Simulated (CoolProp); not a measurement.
Computed with CoolProp (reference Helmholtz-energy equation of state, Gao 2022).

Task: Give the vapour pressure (bar), vapour density (kg/m³), enthalpy of vaporisation (kJ/kg), liquid cp (kJ/(kg K)) of saturated n-perfluorohexane at 12.95, 22.85, 62.45 °C.

Result: 
| T (°C) | p (bar) | vapour density (kg/m³) | enthalpy of vaporisation (kJ/kg) | liquid cp (kJ/(kg K)) |
|---|---|---|---|---|
| 12.95 | 0.169 | 2.44 | 96.2 | 1.03 |
| 22.85 | 0.267 | 3.76 | 93.7 | 1.04 |
| 62.45 | 1.21 | 15.8 | 82.9 | 1.11 |
